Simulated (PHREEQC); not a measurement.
Make-up at 20 °C: 0.26 mol Na2SO4 and 0.012 mol H3BO3 per kg of water. Closed to the air; pH follows from the charge balance.

The numbers come from PHREEQC with the Pitzer model, pitzer.dat.

Problem. The ionic strength comes out as 0.780 mol/kgw. What activity coefficients do HSO4-, H+, Na+, B(OH)4-, SO4-2 get?

Solution. HSO4- 0.62, H+ 0.51, Na+ 0.57, B(OH)4- 0.50, SO4-2 0.12. Single-ion values are on the MacInnes scale.

No solid was allowed to form. Species that the database lacks are ignored.
